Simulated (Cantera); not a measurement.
## TEOS + N2O (silicon oxide and oxynitride deposition)

Charge: 1 mol TEOS, 1.2 mol N2O, at 4.10 mbar.

Method: chemical equilibrium by Gibbs-energy minimisation in Cantera with the NASA 1993 tables (ideal gas, pure condensed phases). Candidate condensed phases: C, C6H6, C7H8, C8H18, H2O, Si, SiC, SiO2, Si2N2O, Si3N4; 151 gas species. The feed counts by its element totals alone. Mutual solubility and eutectic melting of coexisting phases are not modelled. The tables hold silica as quartz up to 1696 K and as liquid above; real silica turns to tridymite and cristobalite and melts near 1996 K. Equilibrium is a limit: real reactors are often held back by kinetics, nucleation or transport.

```
T (°C)   x H2   x CO    x N2     x H2O     x CH4  n C(graphite)  n SiO2(β-quartz)  n Si2N2O(s)
------  -----  -----  ------  --------  --------  -------------  ----------------  -----------
750     0.694  0.222  0.0834  0.000173  0.000148           4.80              1.00            0
775     0.694  0.222  0.0834  0.000118  0.000115           4.80              1.00            0
800     0.694  0.222  0.0833   8.22e-5   9.08e-5           4.80              1.00            0
825     0.694  0.222  0.0833   5.81e-5   7.22e-5           4.80              1.00            0
850     0.694  0.222  0.0833   4.17e-5   5.80e-5           4.80              1.00            0
875     0.694  0.222  0.0833   3.04e-5   4.70e-5           4.80              1.00            0
900     0.694  0.222  0.0833   2.25e-5   3.85e-5           4.80             1.000            0
925     0.694  0.222  0.0833   1.68e-5   3.17e-5           4.80             1.000            0
950     0.664  0.278  0.0576   1.52e-5   2.41e-5           3.80             0.337        0.332
```
x: gas mole fraction; n: condensed amount in mol.

From 750 °C to 925 °C the condensed part is C(graphite) + SiO2(β-quartz). At 950 °C the condensed part is C(graphite) + SiO2(β-quartz) + Si2N2O(s).
